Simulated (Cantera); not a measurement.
Input: 1 mol H2S, 0.15 mol SO2, held at 2.10 bar.

Method: chemical equilibrium by Gibbs-energy minimisation in Cantera with the NASA 1993 tables (ideal gas, pure condensed phases). Candidate condensed phases: H2O, H2SO4, S; 19 gas species. Gases not in the tables: S3 to S7. Kinetics and transport are ignored.

Task: At 877 °C, list the 5 most abundant gas species with their mole fractions, and the condensed phases.

Result: H2S 0.543, H2O 0.237, S2 0.190, H2 0.0260, SO2 0.00188. Condensed: gas only.
